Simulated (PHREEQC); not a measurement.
A solution holds 0.023 mol/kgw HF, 0.0014 mol/kgw CsF, 0.00013 mol/kgw H2SiF6 and 0.00073 mol/kgw HCl, at 25 °C. Closed to the air; pH follows from the charge balance.

Equilibrium calculation in PHREEQC: ion-association model, wateq4f.dat.

The pH comes out as 2.46. The ionic strength comes out as 0.00522 mol/kgw and the total alkalinity is -24.5 meq/kg.

```csv
species,molality,activity,log γ
HF,0.0183,0.0183,0.001
F-,0.00383,0.00354,-0.034
H+,0.00369,0.00344,-0.030
Cs+,0.00140,0.00130,-0.034
H2F2,0.000872,0.000873,0.001
Cl-,0.000730,0.000675,-0.034
HF2-,0.000269,0.000249,-0.034
SiF6-2,0.000130,9.60e-5,-0.132
```

No solid was allowed to form. wateq4f.dat counts part of the HF as a dimer, H2F2, which phreeqc.dat doesn't know; its constant is uncertain. SiF6-2 is the database's only silicon fluoride.
